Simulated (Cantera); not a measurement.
A closed system holds: 1 mol TEOS, 9.9 mol H2O, 0.19 mol H2, at 598.15 K and 29.3 Torr.

Equilibrium computed with Cantera from the NASA thermochemical tables; the gas is ideal and each condensed phase is pure. Candidate condensed phases: C, C6H6, C7H8, C8H18, H2O, Si, SiC, SiO2; 123 gas species. The feed counts by its element totals alone. Kinetics and transport are ignored.

Base state: H2O 0.431, H2 0.237, CH4 0.218, CO2 0.111, CO 0.00210 (mole fractions); condensed: C(graphite) + SiO2(α-quartz).

Question: What changes in the equilibrium state with this change: pressure from 29.3 Torr to 0.113 Torr?

Answer: 
```tsv
species	before	after
H2	0.237	0.688
CO2	0.111	0.168
H2O	0.431	0.0954
CH4	0.218	0.00705
CO	0.00210	0.0417
C(graphite), mol	1.98	2.55
SiO2(α-quartz), mol	1.00	1.00
```
